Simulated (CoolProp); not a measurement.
Vapour-liquid equilibrium of n-butane (1) + benzene (2) at 31.65 °C; x and y are mole fractions of (1).

The numbers come from the multi-fluid Helmholtz-energy mixture model, Bücker 2006 and Thol 2012; pair parameters Bell 2016 in CoolProp.

Q: Give the bubble pressure and the first vapour's composition at x = 0.2, 0.35, 0.5. Is there an azeotrope?

A: x = 0.2: 91.89 kPa, y = 0.844; x = 0.35: 141.0 kPa, y = 0.913; x = 0.5: 181.7 kPa, y = 0.944. No azeotrope shows between x = 0.05 and 0.95.

The pair parameters rest on a limited set of measurements; away from them the model extrapolates.
